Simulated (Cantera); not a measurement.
Cantera run:

```python
import numpy as np
import cantera as ct

gas_names = """
    H H2 N NH NH2 NH3 N2 N2H2 N2H4 Pb Pb2
""".split()
cond_names = """
    Pb(cr) Pb(L)
""".split()


# ... load() reads the species with a 1 bar reference pressure and builds the phases ...
atoms = {
    'Pb': {'Pb': 1},
    'NH3': {'N': 1, 'H': 3},
    'N2': {'N': 2},
}
top_T = {}  # K; cautious upper limits of use, not melting points


# ... equilibrate(T, P, feed) seeds the gas with the atoms and calls Mixture.equilibrate('TP', solver="vcs", rtol=1e-11, max_steps=5000) ...
results = []
feed = {'Pb': 1, 'NH3': 0.21, 'N2': 2.7}  # mol
T = 898  # K
P = 1500  # Pa
mix = equilibrate(T, P, feed)
results.append((T, P, feed, dict(zip(mix.species_names, mix.species_moles))))
print(gas.report(threshold=1e-05))
for i in range(1, mix.n_phases):
    print(f"{mix.phase(i).name:16s} {mix.phase_moles(i):12.5e} mol")
```

Result:

```
       temperature   898 K
          pressure   1500 Pa
           density   0.0051039 kg/m^3
  mean mol. weight   25.405 kg/kmol
   phase of matter   gas

                          1 kg             1 kmol
                     ---------------   ---------------
          enthalpy        7.1326e+05         1.812e+07  J
   internal energy        4.1936e+05        1.0654e+07  J
           entropy             10081         2.561e+05  J/K
    Gibbs function       -8.3394e+06       -2.1186e+08  J
 heat capacity c_p            1255.3             31891  J/K
 heat capacity c_v            928.02             23576  J/K

                      mass frac. Y      mole frac. X     chem. pot. / RT
                     ---------------   ---------------   ---------------
                H2          0.008011           0.10095           -23.737
                N2           0.99128           0.89896           -28.898
                Pb        0.00070422        8.6344e-05           -9.5925
     [   +8 minor]        3.7729e-07        5.6192e-07

Pb(L)             9.99731e-01 mol
```

Equilibrium computed with Cantera from the NASA thermochemical tables; the gas is ideal and each condensed phase is pure.
